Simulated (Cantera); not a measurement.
A closed system holds: 1 mol PbO, 3.1 mol CO, 0.49 mol N2, equilibrated at 13.3 mbar.

Method: chemical equilibrium by Gibbs-energy minimisation in Cantera with the NASA 1993 tables (ideal gas, pure condensed phases). Candidate condensed phases: C, Pb, PbO, PbO2, Pb3O4; 27 gas species. Gases not in the tables: (PbO)n polymers. Equilibrium is a limit: real reactors are often held back by kinetics, nucleation or transport.

log p: log10 of the partial pressure in bar; n: condensed amount in mol.

| T (K) | log p CO | log p CO2 | log p Pb | log p N2 | log p PbO | log p O | log p O2 | n Pb(l) |
|---|---|---|---|---|---|---|---|---|
| 1075 | -2.11 | -2.43 | -4.12 | -2.74 | -9.59 | <-13 | <-13 | 0.979 |
| 1225 | -2.14 | -2.46 | (withheld) | -2.77 | (withheld) | <-13 | <-13 | (withheld) |
| 1375 | -2.21 | -2.54 | -2.54 | -2.85 | -6.35 | -12.72 | -13.04 | 0 |
| 1525 | -2.21 | -2.54 | -2.54 | -2.85 | -5.78 | -10.72 | -10.95 | 0 |
| 1675 | -2.21 | -2.54 | -2.54 | -2.85 | (withheld) | (withheld) | (withheld) | 0 |
| 1825 | -2.21 | -2.54 | -2.54 | -2.85 | -4.92 | -7.71 | -7.80 | 0 |
| 1975 | -2.21 | -2.54 | -2.54 | -2.85 | -4.60 | -6.56 | -6.60 | 0 |
| 2125 | -2.21 | -2.55 | -2.54 | -2.85 | -4.33 | -5.57 | -5.57 | 0 |
| 2275 | -2.21 | -2.56 | -2.55 | -2.85 | -4.12 | -4.72 | -4.71 | 0 |
| 2425 | -2.19 | -2.61 | -2.56 | -2.86 | -3.98 | -4.03 | -4.05 | 0 |

Fill in the missing entries.


- 1225, log p Pb: -3.03
- 1225, log p PbO: -7.57
- 1225, n Pb(l): 0.729
- 1675, log p PbO: -5.31
- 1675, log p O: -9.08
- 1675, log p O2: -9.23
